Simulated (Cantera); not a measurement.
A closed system holds: 1 mol HMDSO, 0.33 mol CO2, held at 0.200 bar.

Cantera equilibrium calculation (NASA polynomials, part measured and part estimated; ideal gas, pure solids and liquids). Candidate condensed phases: C, C6H6, C7H8, C8H18, H2O, Si, SiC, SiO2; 123 gas species. The feed counts by its element totals alone. Mutual solubility and eutectic melting of coexisting phases are not modelled. The tables hold silica as quartz up to 1696 K and as liquid above; real silica turns to tridymite and cristobalite and melts near 1996 K. Rates play no part.

x: gas mole fraction; n: condensed amount in mol.

| T (°C) | x H2 | x CO | x CH4 | x SiO | x H | n C(graphite) | n SiC(s) | n SiO2(β-quartz) |
|---|---|---|---|---|---|---|---|---|
| 700 | 0.976 | 2.26e-7 | 0.0245 | 1.43e-11 | 2.39e-9 | 4.95 | 1.17 | 0.830 |
| 775 | 0.989 | 3.33e-6 | 0.0114 | 4.25e-10 | 1.72e-8 | 5.06 | 1.17 | 0.830 |
| 850 | 0.994 | 3.40e-5 | 0.00580 | 7.99e-9 | 9.49e-8 | 5.11 | 1.17 | 0.830 |
| 925 | 0.997 | 0.000259 | 0.00319 | 1.03e-7 | 4.24e-7 | 5.13 | 1.17 | 0.829 |
| 1000 | 0.997 | 0.00154 | 0.00187 | 9.82e-7 | 1.59e-6 | 5.12 | 1.18 | 0.823 |
| 1075 | 0.991 | 0.00751 | 0.00115 | 7.23e-6 | 5.15e-6 | 5.05 | 1.20 | 0.796 |
| 1150 | 0.968 | 0.0308 | 0.000714 | 4.29e-5 | 1.46e-5 | 4.72 | ? | 0.687 |
| 1225 | 0.890 | 0.109 | 0.000411 | 0.000212 | 3.63e-5 | 3.50 | ? | 0.277 |
| 1300 | 0.844 | 0.155 | 0.000261 | 0.000407 | 8.35e-5 | 2.68 | ? | 0 |

Some entries are withheld; supply them.


- 1150, n SiC(s): 1.31
- 1225, n SiC(s): 1.72
- 1300, n SiC(s): 2.00
